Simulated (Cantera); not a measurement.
An isothermal plug-flow reactor at 875 K and 330000 Pa (inlet), inlet velocity 0.68 m/s, active area per volume 600 1/m; feed CO : O2 : N2 : H2O = 0.0063 : 0.095 : 0.79 : 0.024 (molar parts), equivalence ratio 0.033.

Computed with Cantera and Deutschmann's 1995 Pt surface mechanism with GRI-Mech 3.0 gas chemistry. Catalytic surfaces can have several steady states; this one follows from the mechanism file's or the stated starting coverage. Mass transfer to the wall is taken as infinitely fast.

Q: Predict: x(CO) at z = 0.0044 m; x(O2) at z = 0.0044 m; x(H2O) at z = 0.0044 m; x(CO2) at z = 0.0044 m; θ(free Pt) at the exit; θ(O*) at the exit; θ(OH*) at the exit.

A: 
| Property | Value |
|---|---|
| x(CO) at z = 0.0044 m | 7.98e-5 |
| x(O2) at z = 0.0044 m | 0.101 |
| x(H2O) at z = 0.0044 m | 0.0263 |
| x(CO2) at z = 0.0044 m | 0.00683 |
| θ(free Pt) at the exit | 0.0521 |
| θ(O*) at the exit | 0.943 |
| θ(OH*) at the exit | 0.00483 |
